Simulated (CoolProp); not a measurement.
Vapour-liquid equilibrium of R113 (1) + acetone (2) at 30 kPa; x and y are mole fractions of (1).

Computed with CoolProp (multi-fluid Helmholtz-energy mixture model, Marx 1992 and Lemmon 2006; pair parameters Bell 2016).

Problem. Give the bubble temperature and the first vapour's composition at x = 0.05, 0.35, 0.5. Is there an azeotrope?

Solution. x = 0.05: 294.6 K, y = 0.162; x = 0.35: 287.1 K, y = 0.536; x = 0.5: 286.1 K, y = 0.609. y crosses x between x = 0.65 and 0.8: the model has an azeotrope there.

Pair parameters are fitted to limited data, so mixtures are less certain than the pure fluids.
